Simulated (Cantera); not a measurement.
Adiabatic ignition

An adiabatic, constant-pressure homogeneous reactor starts with 5.13 % CH4, 7.18 % CO, 18.5 % O2, 69.2 % N2, at 1573 K and 825 Torr.

Cantera simulation using GRI-Mech 3.0 (53 species, 325 reactions); the numbers are that mechanism's predictions, not measurements.

```json
[
 {"t (s)": "1.00e-6", "T (K)": "1573", "x CH4": "0.0513", "x CO": "0.0718", "x O2": "0.185", "x CO2": "6.95e-8", "x HO2": "9.58e-8"},
 {"t (s)": "4.13e-6", "T (K)": "1573", "x CH4": "0.0513", "x CO": "0.0718", "x O2": "0.185", "x CO2": "3.50e-7", "x HO2": "3.66e-7"},
 {"t (s)": "1.71e-5", "T (K)": "1573", "x CH4": "0.0513", "x CO": "0.0718", "x O2": "0.185", "x CO2": "1.99e-6", "x HO2": "1.12e-6"},
 {"t (s)": "7.06e-5", "T (K)": "1573", "x CH4": "0.0512", "x CO": "0.0718", "x O2": "0.185", "x CO2": "1.34e-5", "x HO2": "2.27e-6"},
 {"t (s)": "0.000292", "T (K)": "1579", "x CH4": "0.0494", "x CO": "0.0717", "x O2": "0.183", "x CO2": "0.000249", "x HO2": "1.99e-5"},
 {"t (s)": "0.00120", "T (K)": "2693", "x CH4": "<1e-12", "x CO": "0.0345", "x O2": "0.0573", "x CO2": "0.0892", "x HO2": "8.22e-6"},
 {"t (s)": "0.00498", "T (K)": "2684", "x CH4": "<1e-12", "x CO": "0.0342", "x O2": "0.0530", "x CO2": "0.0897", "x HO2": "7.65e-6"},
 {"t (s)": "0.0206", "T (K)": "2682", "x CH4": "<1e-12", "x CO": "0.0341", "x O2": "0.0520", "x CO2": "0.0897", "x HO2": "7.51e-6"},
 {"t (s)": "0.0850", "T (K)": "2682", "x CH4": "<1e-12", "x CO": "0.0341", "x O2": "0.0520", "x CO2": "0.0897", "x HO2": "7.51e-6"},
 {"t (s)": "0.351", "T (K)": "2682", "x CH4": "<1e-12", "x CO": "0.0341", "x O2": "0.0520", "x CO2": "0.0897", "x HO2": "7.51e-6"},
 {"t (s)": "1.45", "T (K)": "2682", "x CH4": "<1e-12", "x CO": "0.0341", "x O2": "0.0520", "x CO2": "0.0897", "x HO2": "7.51e-6"},
 {"t (s)": "6.00", "T (K)": "2682", "x CH4": "<1e-12", "x CO": "0.0341", "x O2": "0.0520", "x CO2": "0.0897", "x HO2": "7.51e-6"}
]
```
x: mole fraction; the columns are a selection and need not sum to one.

The time of steepest temperature rise comes out as 0.460 ms and the temperature at 6.00 s is 2682 K. The equilibrium temperature is 2682 K and the x(CH4) at 6.00 s is <1e-12 (gas-phase equilibrium <1e-12). The x(CO) at 6.00 s is 0.0341 (gas-phase equilibrium 0.0341) and the x(O2) at 6.00 s is 0.0520 (gas-phase equilibrium 0.0520).
